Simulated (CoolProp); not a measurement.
Model: reference Helmholtz-energy equation of state, Lemmon 2006, in CoolProp. It is a short technical equation, of lower accuracy than the large ones.

Task: Give the vapour pressure (bar), enthalpy of vaporisation (kJ/kg), liquid cp (kJ/(kg K)), surface tension (mN/m) of saturated R141b at 20.55, 34.15 °C.

Result: 
| T (°C) | p (bar) | enthalpy of vaporisation (kJ/kg) | liquid cp (kJ/(kg K)) | surface tension (mN/m) |
|---|---|---|---|---|
| 20.55 | 0.664 | 228 | 1.15 | 18.7 |
| 34.15 | 1.09 | 222 | 1.17 | 17.1 |

Surface tension comes from a separate correlation (Mulero 2012).
